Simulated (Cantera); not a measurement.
Charge: 1 mol SiC, 0.15 mol CO2, 36 mol H2, at 63.0 Torr.

Method: chemical equilibrium by Gibbs-energy minimisation in Cantera with the NASA 1993 tables (ideal gas, pure condensed phases). Candidate condensed phases: C, C6H6, C7H8, C8H18, H2O, Si, SiC, SiO2; 123 gas species. Mutual solubility and eutectic melting of coexisting phases are not modelled. The tables hold silica as quartz up to 1696 K and as liquid above; real silica turns to tridymite and cristobalite and melts near 1996 K. Equilibrium is a limit: real reactors are often held back by kinetics, nucleation or transport.

x: gas mole fraction; n: condensed amount in mol.

| T (°C) | x H2 | x CH4 | x CO | x SiO | x H | x H2O | n C(graphite) | n SiC(s) | n SiO2(β-quartz) |
|---|---|---|---|---|---|---|---|---|---|
| 727 | 0.992 | 0.00789 | 1.49e-6 | 1.22e-10 | 7.80e-9 | 4.89e-8 | 0.0179 | 0.850 | 0.150 |
| 827 | 0.997 | 0.00300 | 4.11e-5 | 8.08e-9 | 8.91e-8 | 3.08e-7 | 0.190 | 0.851 | 0.149 |
| 927 | 0.998 | 0.00132 | 0.000648 | 2.62e-7 | 6.80e-7 | 1.41e-6 | 0.217 | 0.862 | 0.138 |
| 1027 | 0.994 | … | 0.00516 | … | … | … | 0 | 0.943 | … |
| 1127 | 0.994 | … | 0.00551 | … | … | … | 0 | 0.948 | … |
| 1227 | 0.992 | 1.71e-5 | 0.00612 | 0.00186 | 6.05e-5 | 1.09e-5 | 0 | 0.927 | 0.00513 |
| 1327 | 0.992 | 1.26e-5 | 0.00619 | 0.00207 | 0.000187 | 4.84e-6 | 0 | 0.925 | 0 |
| 1427 | 0.991 | 1.00e-5 | 0.00619 | 0.00207 | 0.000506 | 2.25e-6 | 0 | 0.925 | 0 |

**Question.** Complete the blanks.

**Answer.** 
- 1027, x CH4: 0.000552
- 1027, x SiO: 5.36e-6
- 1027, x H: 3.81e-6
- 1027, x H2O: 4.65e-6
- 1027, n SiO2(β-quartz): 0.0565
- 1127, x CH4: 8.43e-5
- 1127, x SiO: 0.000125
- 1127, x H: 1.67e-5
- 1127, x H2O: 7.29e-6
- 1127, n SiO2(β-quartz): 0.0479
